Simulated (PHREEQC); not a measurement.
A solution holds 0.00034 mol/kgw CaSO4, 0.00047 mol/kgw Na2SO4 and 0.0081 mol/kgw NaCl, at 25 °C. Closed to the air; pH follows from the charge balance.

Equilibrium calculation in PHREEQC: ion-association model, phreeqc.dat.

```yaml
ionic_strength: 0.0107 mol/kgw
specific_conductance: 1130 µS/cm
```

```
species  molality  activity   log γ
-------  --------  --------  ------
Na+       0.00902   0.00812  -0.046
Cl-       0.00810   0.00727  -0.047
SO4-2    0.000768  0.000506  -0.181
Ca+2     0.000321  0.000212  -0.179
NaSO4-    2.28e-5   2.06e-5  -0.045
CaSO4     1.91e-5   1.91e-5   0.001
OH-       1.14e-7   1.02e-7  -0.047
H+        1.09e-7   9.91e-8  -0.040
HSO4-     5.42e-9   4.88e-9  -0.046
```

Precipitation was switched off in this run.
